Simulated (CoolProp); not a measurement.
Properties of benzene along the isobar 4.17 bar.

Model: reference Helmholtz-energy equation of state, Thol 2012, in CoolProp.

```csv
T (K),phase,density (kg/m³),expansivity (1/kK),fugacity coefficient
323.6,liquid,846.5,1.281,?
339.8,liquid,828.8,1.332,0.1557
356.1,liquid,810.6,1.394,?
372.4,liquid,791.9,1.469,?
388.7,liquid,?,?,0.6075
405,liquid,752.5,1.673,0.8711
421.3,gas,10.12,?,0.9250
437.5,gas,9.637,2.915,0.9339
453.8,gas,9.204,?,0.9415
```

**Question.** Fill in the missing entries.

**Answer.** 
- 323.6, fugacity coefficient: 0.08805
- 356.1, fugacity coefficient: 0.2586
- 372.4, fugacity coefficient: 0.4061
- 388.7, density (kg/m³): 772.6
- 388.7, expansivity (1/kK): 1.560
- 421.3, expansivity (1/kK): 3.146
- 453.8, expansivity (1/kK): 2.723
